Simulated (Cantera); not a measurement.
# Carbon deposition, reforming and gasification: C3H6 + O2 + N2

Feed: 1 mol C3H6, 0.0088 mol O2, 41 mol N2, equilibrated at 2775 K and 10.0 mbar.

Cantera equilibrium calculation (NASA polynomials, part measured and part estimated; ideal gas, pure solids and liquids). Candidate condensed phases: C, C6H6, C7H8, C8H18, H2O; 136 gas species. The numbers say what is thermodynamically allowed, not how fast it happens.

```json
{
  "x(N2)": "0.873",
  "x(H)": "0.0858",
  "x(HCN)": "0.0141",
  "x(H2)": "0.0131",
  "x(CN)": "0.00752",
  "x(C3)": "0.00231",
  "x(HNC)": "0.00219",
  "x(C)": "0.000500",
  "x(C2H2 (acetylene))": "0.000403",
  "n(C(graphite))": "1.41 mol",
  "gas_amount": "46.33 mol"
}
```
